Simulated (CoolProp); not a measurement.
A single-stage vapour-compression cycle with CH3F (R41): evaporating at 282.15 K (dew point), condensing at 308.15 K (bubble point), superheat 8 K, subcooling 0 K, compressor efficiency 0.6, no pressure losses. Each further row changes one setting.

Computed with CoolProp (reference Helmholtz-energy equation of state, Lemmon 2006). It is a short technical equation, of lower accuracy than the large ones.

```
case                              cooling COP  pressure ratio  discharge temperature (K)  refrigerating effect (kJ/kg)  volumetric capacity (kJ/m³)
--------------------------------  -----------  --------------  -------------------------  ----------------------------  ---------------------------
as stated                                4.28            1.86                      346.8                           238                        12100
evaporating temperature 287.15 K         5.48            1.64                      339.6                           236                        13900
condensing temperature 303.15 K          5.74            1.66                      335.9                           258                        13200
subcooling 5 K                           4.70            1.86                      346.8                           261                        13300
superheat 18 K                           4.24            1.86                      360.4                           258                        12000
compressor efficiency 0.5                3.57            1.86                      352.5                           238                        12100
```
